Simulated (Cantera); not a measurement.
## Thermodynamics of carbon deposition, reforming and gasification, feed C₂H₆ + CO₂ + H₂

Charge: 1 mol C₂H₆, 0.53 mol CO₂, a varied amount of H₂, at 527 °C and 65.0 bar.

Cantera equilibrium calculation (NASA polynomials, part measured and part estimated; ideal gas, pure solids and liquids). Candidate condensed phases: C, C₆H₆, C₇H₈, C₈H₁₈, H₂O; 110 gas species. The ideal-gas law is rough above about 30 bar. Equilibrium is a limit: real reactors are often held back by kinetics, nucleation or transport.

From 6.8 mol H₂ to 61 mol H₂ nothing is condensed. The main C-bearing gas is CH₄ throughout.

```
n(H₂) (mol)   x H₂   x CH₄   x H₂O   x C₂H₆     x CO₂     x CO
-----------  -----  ------  ------  -------  --------  -------
6.8          0.506   0.348   0.146  4.79e-6   3.58e-6  2.94e-6
16           0.782   0.154  0.0644  6.04e-7   5.40e-8  1.56e-7
25           0.859  0.0993  0.0416  2.30e-7   1.00e-8  4.91e-8
34           0.896  0.0734  0.0308  1.20e-7   3.42e-9  2.36e-8
43           0.917  0.0582  0.0244  7.39e-8   1.55e-9  1.38e-8
52           0.932  0.0482  0.0202  4.99e-8  8.30e-10  9.07e-9
61           0.942  0.0412  0.0172  3.60e-8  4.94e-10  6.40e-9
```
x: gas mole fraction; nothing condenses.
